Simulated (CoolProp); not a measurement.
Properties of n-pentane along the isobar 0.857 MPa.

The numbers come from the reference Helmholtz-energy equation of state, Thol 2019 in CoolProp.

```tsv
T (K)	phase	cp (kJ/(kg K))	cv (kJ/(kg K))	speed of sound (m/s)	fugacity coefficient
242.2	liquid	2.097	1.555	1288	0.005858
256.4	liquid	2.145	1.594	1217	0.01299
270.6	liquid	2.197	1.637	1147	0.02607
284.8	liquid	2.255	1.684	1077	0.04809
299	liquid	2.317	1.734	1008	0.08259
313.2	liquid	2.384	1.786	939.9	0.1334
327.4	liquid	2.455	1.840	871.9	0.2045
341.6	liquid	2.533	1.896	803.9	0.2993
355.8	liquid	2.617	1.953	735.3	0.4208
370	liquid	2.711	2.011	665.6	0.5712
384.2	liquid	2.819	2.071	593.6	0.7511
398.4	gas	2.351	2.067	183.7	0.8490
412.6	gas	2.364	2.116	192.2	0.8662
426.8	gas	2.389	2.166	199.6	0.8808
441	gas	2.423	2.218	206.3	0.8934
455.2	gas	2.462	2.270	212.5	0.9043
```
